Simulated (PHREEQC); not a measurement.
## Hard or scaling water: speciation

A solution holds 0.81 mol/kgw MgCl2 and 0.00012 mol/kgw CO2, at 25 °C. Closed to the air; pH follows from the charge balance.

Equilibrium calculation in PHREEQC: Pitzer model, pitzer.dat.

Each row changes one thing in this solution. This is a speciation only: nothing precipitates in the calculation.

```
case                         pH  ionic strength (mol/kgw)
-------------------------  ----  ------------------------
as made                    4.83                      2.43
diluted 2-fold with water  5.13                         …
MgCl2 left out             5.14                   7.19e-6
CO2 left out               6.06                      2.43
0.021 mol/kgw H2SO4 added     …                         …
```

**Question.** Fill in the missing entries.

**Answer.** 
- diluted 2-fold with water, ionic strength (mol/kgw): 1.22
- 0.021 mol/kgw H2SO4 added, pH: 1.27
- 0.021 mol/kgw H2SO4 added, ionic strength (mol/kgw): 2.49

In brines, pH and single-ion activities rest on the MacInnes convention.
